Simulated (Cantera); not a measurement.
What does this Cantera script print?

```python
import numpy as np
import cantera as ct

gas_names = """
    CS2 CH3 C2H4
""".split()
cond_names = """
    Ni(cr) Ni(L) NiS(b) NiS(a) NiS(L)
""".split()


def load(file, names, dense=False):
    # The tables refer to 1 bar. Condensed volumes are neglected.
    table = {s.name: s for s in ct.Species.list_from_file(file)}
    out = []
    for n in names:
        d = dict(table[n].input_data)
        d["thermo"] = dict(d["thermo"], **{"reference-pressure": 1e5})
        if dense:
            d["equation-of-state"] = {"model": "constant-volume", "density": "1e6 g/cm^3"}
        out.append(ct.Species.from_dict(d))
    return out


species = {s.name: s for s in load("nasa_gas.yaml", gas_names) + load("nasa_condensed.yaml", cond_names)}
# Each term lists the table entries of one substance; the one whose range holds T is used.
reactions = {
    '4 Ni + 2 CS2(g) + 4 CH3(g) = 4 NiS + 3 C2H4(g)':
        [(-4, ['Ni(cr)', 'Ni(L)']), (-2, ['CS2']), (-4, ['CH3']), (4, ['NiS(b)', 'NiS(a)', 'NiS(L)']), (3, ['C2H4'])],
}


def pick(names, T):
    return next(species[n] for n in names if species[n].thermo.min_temp <= T <= species[n].thermo.max_temp)


results = []
for label, terms in reactions.items():
    print(label)
    print("     T/K   dH/kJ  dS/(J/K)   dG/kJ   log10 K")
    for T in [2725, 2750, 2775, 2800, 2825, 2850, 2875, 2900, 2925, 2950, 2975]:
        used = [(nu, pick(names, T)) for nu, names in terms]
        dH = sum(nu * s.thermo.h(T) for nu, s in used) / 1e6
        dS = sum(nu * s.thermo.s(T) for nu, s in used) / 1e3
        dG = dH - T * dS / 1e3
        logK = -dG * 1e6 / (ct.gas_constant * T * np.log(10))
        results.append((label, T, dH, dS, dG, logK, [s.name for _, s in used]))
        print(f"{T:8g} {dH:8.1f} {dS:8.1f} {dG:8.1f} {logK:8.2f}")
```

Result:

```
4 Ni + 2 CS2(g) + 4 CH3(g) = 4 NiS + 3 C2H4(g)
     T/K   dH/kJ  dS/(J/K)   dG/kJ   log10 K
    2725   -783.4   -321.7     93.3    -1.79
    2750   -781.2   -320.9    101.3    -1.92
    2775   -779.0   -320.1    109.4    -2.06
    2800   -776.8   -319.3    117.4    -2.19
    2825   -774.6   -318.6    125.3    -2.32
    2850   -772.4   -317.8    133.3    -2.44
    2875   -770.2   -317.0    141.2    -2.57
    2900   -768.0   -316.2    149.1    -2.69
    2925   -765.8   -315.5    157.0    -2.80
    2950   -763.6   -314.7    164.9    -2.92
    2975   -761.3   -314.0    172.8    -3.03
```

Cantera with NASA thermochemical tables; ideal gases at 1 bar, condensed phases pure. Condensed species are held in their standard states even where they would react or evaporate.
